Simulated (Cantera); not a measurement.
A Cantera script and what it prints.

```python
import numpy as np
import cantera as ct

gas_names = """
    F F2 N NF NF2 NF3 N2 Si SiF SiF2 SiF3 SiF4 SiN Si2 Si2N Si3
""".split()
cond_names = """
    Si(cr) Si(L) Si3N4(a)
""".split()


# ... load() reads the species with a 1 bar reference pressure and builds the phases ...
atoms = {
    'Si': {'Si': 1},
    'NF3': {'N': 1, 'F': 3},
}
top_T = {'Si3N4(a)': 2400}  # K; cautious upper limits of use, not melting points


# ... equilibrate(T, P, feed) seeds the gas with the atoms and calls Mixture.equilibrate('TP', solver="vcs", rtol=1e-11, max_steps=5000) ...
results = []
T = 975  # K
P = 100000  # Pa
for m in [0.66, 0.82, 1, 1.3, 1.6, 1.9, 2.4, 3]:
    feed = {'Si': 1, 'NF3': m}  # mol
    mix = equilibrate(T, P, feed)
    results.append((T, P, feed, dict(zip(mix.species_names, mix.species_moles))))
    x = sorted(zip(gas.X, gas.species_names), reverse=True)
    print(f"T = {T:g} K  P = {P:g} Pa  n(NF3) = {m:g} mol  gas = {mix.phase_moles(0):.4g} mol")
    print("   x: " + "  ".join(f"{s} {v:.3e}" for v, s in x if v > 0.001))
    print("   condensed (mol): " + ("  ".join(f"{mix.phase(i).name} {mix.phase_moles(i):.4g}"
          for i in range(1, mix.n_phases) if mix.phase_moles(i) > 1e-12) or "none"))
```

It prints:

```
T = 975 K  P = 100000 Pa  n(NF3) = 0.66 mol  gas = 0.4951 mol
   x: SiF4 9.996e-01
   condensed (mol): Si(cr) 0.009947  Si3N4(a) 0.165
T = 975 K  P = 100000 Pa  n(NF3) = 0.82 mol  gas = 0.7683 mol
   x: SiF4 8.004e-01  N2 1.996e-01
   condensed (mol): Si3N4(a) 0.1283
T = 975 K  P = 100000 Pa  n(NF3) = 1 mol  gas = 1.083 mol
   x: SiF4 6.923e-01  N2 3.077e-01
   condensed (mol): Si3N4(a) 0.08333
T = 975 K  P = 100000 Pa  n(NF3) = 1.3 mol  gas = 1.608 mol
   x: SiF4 6.062e-01  N2 3.938e-01
   condensed (mol): Si3N4(a) 0.008333
T = 975 K  P = 100000 Pa  n(NF3) = 1.6 mol  gas = 2.19 mol
   x: SiF4 4.567e-01  N2 3.559e-01  F2 1.400e-01  F 2.848e-02  NF3 1.897e-02
   condensed (mol): none
T = 975 K  P = 100000 Pa  n(NF3) = 1.9 mol  gas = 2.743 mol
   x: SiF4 3.645e-01  N2 3.268e-01  F2 2.329e-01  NF3 3.902e-02  F 3.673e-02
   condensed (mol): none
T = 975 K  P = 100000 Pa  n(NF3) = 2.4 mol  gas = 3.656 mol
   x: F2 3.243e-01  N2 2.977e-01  SiF4 2.736e-01  NF3 6.117e-02  F 4.334e-02
   condensed (mol): none
T = 975 K  P = 100000 Pa  n(NF3) = 3 mol  gas = 4.746 mol
   x: F2 3.874e-01  N2 2.775e-01  SiF4 2.107e-01  NF3 7.711e-02  F 4.737e-02
   condensed (mol): none
```

Cantera equilibrium calculation (NASA polynomials, part measured and part estimated; ideal gas, pure solids and liquids). The tables' values for SiF3 are old estimates; treat these amounts as uncertain.
